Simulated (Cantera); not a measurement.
## Thermodynamics of hydrogen reduction and annealing atmospheres, feed NiS + H2 + N2

Charge: 1 mol NiS, 250 mol H2, 8 mol N2, equilibrated at 13.3 mbar.

Method: chemical equilibrium by Gibbs-energy minimisation in Cantera with the NASA 1993 tables (ideal gas, pure condensed phases). Candidate condensed phases: Ni, NiS, NiS2, Ni3S2, Ni3S4, S; 17 gas species. Metal and sulfide melt together well below either melting point, which pure phases cannot show. Gases not in the tables: S3 to S7. The numbers say what is thermodynamically allowed, not how fast it happens.

From 898 K to 998 K the condensed part is Ni(s) + Ni3S2(s). From 1098 K to 1698 K the condensed part is Ni(s). At 1798 K the condensed part is Ni(l). From 1898 K to 2098 K nothing is condensed.

| T (K) | x H2 | x N2 | x H | x H2S | x Ni | x SH | x S | x S2 | n Ni(s) | n Ni3S2(s) | n Ni(l) |
|---|---|---|---|---|---|---|---|---|---|---|---|
| 898 | 0.967 | 0.0310 | 9.32e-10 | 0.00164 | <1e-12 | 9.24e-9 | <1e-12 | 1.01e-9 | 0.135 | 0.288 | 0 |
| 998 | 0.966 | 0.0310 | 1.83e-8 | 0.00316 | <1e-12 | 1.61e-7 | 1.16e-11 | 4.16e-8 | 0.722 | 0.0928 | 0 |
| 1098 | 0.965 | 0.0310 | 2.10e-7 | 0.00387 | 1.56e-11 | 1.21e-6 | 4.10e-10 | 4.53e-7 | 1.00 | 0 | 0 |
| 1198 | 0.965 | 0.0310 | 1.62e-6 | 0.00387 | 7.55e-10 | 5.43e-6 | 6.75e-9 | 2.35e-6 | 1.00 | 0 | 0 |
| 1298 | 0.965 | 0.0310 | 9.12e-6 | 0.00384 | 2.00e-8 | 1.93e-5 | 7.20e-8 | 9.37e-6 | 1.000 | 0 | 0 |
| 1398 | 0.965 | 0.0310 | 4.03e-5 | 0.00376 | 3.28e-7 | 5.63e-5 | 5.41e-7 | 2.99e-5 | 1.000 | 0 | 0 |
| 1498 | 0.965 | 0.0310 | 0.000146 | 0.00358 | 3.69e-6 | 0.000138 | 3.02e-6 | 7.67e-5 | 0.999 | 0 | 0 |
| 1598 | 0.965 | 0.0310 | 0.000453 | 0.00325 | 3.04e-5 | 0.000288 | 1.29e-5 | 0.000158 | 0.991 | 0 | 0 |
| 1698 | 0.964 | 0.0310 | 0.00123 | 0.00278 | 0.000195 | 0.000511 | 4.31e-5 | 0.000258 | 0.944 | 0 | 0 |
| 1798 | 0.962 | 0.0309 | 0.00299 | 0.00222 | 0.000963 | 0.000782 | 0.000116 | 0.000338 | 0 | 0 | 0.734 |
| 1898 | 0.955 | 0.0308 | 0.00662 | 0.00166 | 0.00368 | 0.00105 | 0.000259 | 0.000361 | 0 | 0 | 0 |
| 1998 | 0.949 | 0.0306 | 0.0135 | 0.00122 | 0.00373 | 0.00130 | 0.000509 | 0.000351 | 0 | 0 | 0 |
| 2098 | 0.937 | 0.0304 | 0.0258 | 0.000844 | 0.00374 | 0.00145 | 0.000866 | 0.000291 | 0 | 0 | 0 |
x: gas mole fraction; n: condensed amount in mol.
